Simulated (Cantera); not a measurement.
**Thermodynamics of boron, boron nitride and boron oxide, feed BF3 + H2O + H2**

Feed: 1 mol BF3, 1.3 mol H2O, 100 mol H2, equilibrated at 10.0 mbar.

Equilibrium computed with Cantera from the NASA thermochemical tables; the gas is ideal and each condensed phase is pure. Candidate condensed phases: B, B2O3, B3O3H3, H2O; 43 gas species. Equilibrium is a limit: real reactors are often held back by kinetics, nucleation or transport.

| T (K) | x H2 | x HF | x BOF | x H2O | x H | x BF3 |
|---|---|---|---|---|---|---|
| 1225 | 0.970 | 0.0156 | 0.00655 | 0.00453 | 3.07e-6 | 0.00216 |
| 1275 | 0.969 | 0.0170 | 0.00764 | 0.00383 | 7.26e-6 | 0.00143 |
| 1325 | 0.969 | 0.0181 | 0.00829 | 0.00332 | 1.61e-5 | 0.000879 |
| 1375 | 0.968 | 0.0188 | 0.00868 | 0.00299 | 3.37e-5 | 0.000512 |
| 1425 | 0.968 | 0.0193 | 0.00891 | 0.00278 | 6.71e-5 | 0.000288 |
| 1475 | 0.968 | 0.0195 | 0.00902 | 0.00266 | 0.000128 | 0.000161 |
| 1525 | 0.968 | 0.0197 | 0.00907 | 0.00259 | 0.000233 | 9.04e-5 |
| 1575 | 0.968 | 0.0198 | 0.00907 | 0.00255 | 0.000409 | 5.18e-5 |
| 1625 | 0.967 | 0.0199 | 0.00904 | 0.00252 | 0.000694 | 3.04e-5 |
| 1675 | 0.967 | 0.0200 | 0.00899 | 0.00251 | 0.00114 | 1.83e-5 |
| 1725 | 0.966 | 0.0200 | 0.00892 | 0.00250 | 0.00183 | 1.13e-5 |
| 1775 | 0.965 | 0.0201 | 0.00883 | 0.00250 | 0.00284 | 7.17e-6 |
x: gas mole fraction; nothing condenses.

From 1225 K to 1775 K nothing is condensed. The main B-bearing gas is BOF throughout.
